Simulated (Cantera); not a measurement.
Gas mixture: H₂ = 0.43 (molar parts), at 338 Torr, frozen composition.

Cantera's kinetic-theory transport with the Lennard-Jones parameters of GRI-Mech 3.0, ideal gas; thermal conductivity in the mixture-averaged form.

One state of this run: ρ (kg/m³) = 0.00661; cp (J/kg/K) = 16320; μ (µPa s) = 27.2; λ (mW/m/K) = 641; Pr = 0.692; D (cm²/s) O = 41.8; D (cm²/s) CO₂ = 26.6; D (cm²/s) NH₃ = 34.1. D: mixture-averaged diffusion coefficient of that species in the mixture.

Which value of T (K) does it belong to?
(A) 400
(B) 1150
(C) 900
(D) 1650

D, 1650
